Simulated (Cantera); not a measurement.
A perfectly stirred reactor is fed with 6.24 % CO, 0.281 % H2, 3.55 % CH4, 18.8 % O2, 71.1 % N2, equivalence ratio 0.55, at 5.00 bar; it is adiabatic with a 473 K inlet, and is followed from long to short residence time, starting on the burning branch (τ in s: 0.028, 0.013, 0.0065, 0.0032, 0.0016, 0.00076, 0.00037, 0.00018, 8.8e-05, 4.3e-05, 2.1e-05, 1e-05, 5e-06).

Computed with Cantera and GRI-Mech 3.0 (53 species, 325 reactions).

x: mole fraction; the columns are a selection and need not sum to one.

```tsv
τ (s)	T (K)	x CO	x H2	x CH4	x C2H2	x N2O	x O
0.028	1805	0.000507	___	8.58e-6	9.25e-10	1.12e-6	6.95e-5
0.013	1801	0.000856	___	1.43e-5	1.62e-9	1.56e-6	0.000109
0.0065	1796	0.00137	___	2.26e-5	2.47e-9	2.01e-6	0.000165
0.0032	1787	0.00223	___	3.61e-5	3.55e-9	2.40e-6	0.000255
0.0016	1774	0.00359	___	5.77e-5	4.83e-9	2.59e-6	0.000385
0.00076	1752	0.00603	___	9.77e-5	6.58e-9	2.53e-6	0.000585
0.00037	1716	0.0102	___	0.000173	9.24e-9	2.25e-6	0.000830
0.00018	1647	0.0185	___	0.000370	1.64e-8	1.78e-6	0.00101
8.8e-5	473	0.0624	0.00281	0.0355	<1e-12	<1e-12	<1e-12
4.3e-5	473	0.0624	0.00281	0.0355	<1e-12	<1e-12	<1e-12
2.1e-5	473	0.0624	0.00281	0.0355	<1e-12	<1e-12	<1e-12
1.0e-5	473	0.0624	0.00281	0.0355	<1e-12	<1e-12	<1e-12
5.0e-6	473	0.0624	0.00281	0.0355	<1e-12	<1e-12	<1e-12
```

Question: Complete the blanks.

Answer: 
- 0.028, x H2: 3.48e-5
- 0.013, x H2: 5.60e-5
- 0.0065, x H2: 8.69e-5
- 0.0032, x H2: 0.000137
- 0.0016, x H2: 0.000213
- 0.00076, x H2: 0.000338
- 0.00037, x H2: 0.000524
- 0.00018, x H2: 0.000829
